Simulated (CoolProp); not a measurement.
Ethylene at several states: fugacity coefficient from the reference equation and from simpler models built on Tc = 282.4 K, pc = 50.42 bar, ω = 0.087; each cubic takes its own stable root.

Values from CoolProp's reference Helmholtz-energy equation of state, Smukala 2000.

| T (K) | p (bar) | phase | reference | van der Waals | Redlich-Kwong |
|---|---|---|---|---|---|
| 443.1 | 1.74 | gas | 0.9975 | 0.9968 | 0.9971 |
| 407.4 | 1.61 | gas | 0.9968 | 0.9963 | 0.9965 |
| 114 | 120 | liquid | ? | ? | ? |
| 247.4 | 1.32 | gas | 0.9868 | 0.9894 | 0.9870 |
| 113.8 | 0.446 | liquid | ? | ? | ? |

Question: What belongs in the gaps?

Answer: 
- 114, reference: 8.733e-5
- 114, van der Waals: 0.005402
- 114, Redlich-Kwong: 4.977e-5
- 113.8, reference: 0.01319
- 113.8, van der Waals: 0.6160
- 113.8, Redlich-Kwong: 0.007322
